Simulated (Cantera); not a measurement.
A closed system holds: 1 mol Nb, 0.61 mol O2, 37 mol H2, held at 99.0 mbar.

Cantera equilibrium calculation (NASA polynomials, part measured and part estimated; ideal gas, pure solids and liquids). Candidate condensed phases: H2O, Nb, NbO, NbO2, Nb2O5; 12 gas species. NbO: taken at fixed stoichiometry. Equilibrium is a limit: real reactors are often held back by kinetics, nucleation or transport.

Question: At 1977 °C, list the 6 most abundant gas species with their mole fractions, and the condensed phases.

Answer: H2 0.971, H 0.0233, H2O 0.00550, NbO2 0.000352, NbO 7.39e-5, OH 1.98e-5. Condensed: NbO(l).
